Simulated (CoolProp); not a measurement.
Model: reference Helmholtz-energy equation of state, Thol 2015, in CoolProp.

Problem. Give the vapour pressure (MPa), liquid density (kg/m³), vapour density (kg/m³), enthalpy of vaporisation (kJ/kg) of saturated octamethylcyclotetrasiloxane (D4) at 248.95 °C.

Solution. 
```
T (°C)  p (MPa)  liquid density (kg/m³)  vapour density (kg/m³)  enthalpy of vaporisation (kJ/kg)
------  -------  ----------------------  ----------------------  --------------------------------
248.95    0.477                     645                    42.9                              96.3
```
